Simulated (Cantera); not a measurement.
Charge: 1 mol C, 24 mol H2, at 823.15 K and 9750 Torr.

Cantera equilibrium calculation (NASA polynomials, part measured and part estimated; ideal gas, pure solids and liquids). Candidate condensed phases: C, C6H6, C7H8, C8H18; 76 gas species. The numbers say what is thermodynamically allowed, not how fast it happens.

Base state: H2 0.957, CH4 0.0435 (mole fractions); condensed: gas only.

Task: What changes in the equilibrium state with this change: temperature from 823.15 K to 2148.15 K?

Result: 
```csv
species,before,after
H2,0.957,0.993
CH4,0.0435,0.00378
C2H2 (acetylene),<1e-9,0.00190
H,<1e-9,0.00115
CH3,<1e-9,8.49e-5
C2H4,<1e-9,7.66e-5
"C(graphite), mol",0,0.812
```
